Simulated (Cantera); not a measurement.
Cantera run:

```python
import numpy as np
import cantera as ct

gas_names = """
    H HCL
""".split()
cond_names = """
    CsCL(a) CsCL(b) CsCL(L) Cs(cr) Cs(L)
""".split()


# ... load() reads the species with a 1 bar reference pressure and builds the phases ...
species = {s.name: s for s in load("nasa_gas.yaml", gas_names) + load("nasa_condensed.yaml", cond_names)}
# Each term lists the table entries of one substance; the one whose range holds T is used.
reactions = {
    'CsCl + H(g) = HCl(g) + Cs':
        [(-1, ['CsCL(a)', 'CsCL(b)', 'CsCL(L)']), (-1, ['H']), (1, ['HCL']), (1, ['Cs(cr)', 'Cs(L)'])],
}


def pick(names, T):
    return next(species[n] for n in names if species[n].thermo.min_temp <= T <= species[n].thermo.max_temp)


results = []
for label, terms in reactions.items():
    print(label)
    print("     T/K   dH/kJ  dS/(J/K)   dG/kJ   log10 K")
    for T in [300, 573, 673, 773, 873, 973, 1073]:
        used = [(nu, pick(names, T)) for nu, names in terms]
        dH = sum(nu * s.thermo.h(T) for nu, s in used) / 1e6
        dS = sum(nu * s.thermo.s(T) for nu, s in used) / 1e3
        dG = dH - T * dS / 1e3
        logK = -dG * 1e6 / (ct.gas_constant * T * np.log(10))
        results.append((label, T, dH, dS, dG, logK, [s.name for _, s in used]))
        print(f"{T:8g} {dH:8.1f} {dS:8.1f} {dG:8.1f} {logK:8.2f}")
```

Output:

```
CsCl + H(g) = HCl(g) + Cs
     T/K   dH/kJ  dS/(J/K)   dG/kJ   log10 K
     300    132.5     56.2    115.7   -20.14
     573    130.4     53.4     99.8    -9.10
     673    128.3     50.0     94.6    -7.34
     773    122.2     41.7     89.9    -6.08
     873    119.7     38.7     85.9    -5.14
     973    100.6     18.0     83.2    -4.46
    1073     97.0     14.4     81.5    -3.97
```

Source: NASA polynomial tables (part measured, part estimated), evaluated in Cantera. Condensed species are held in their standard states even where they would react or evaporate.
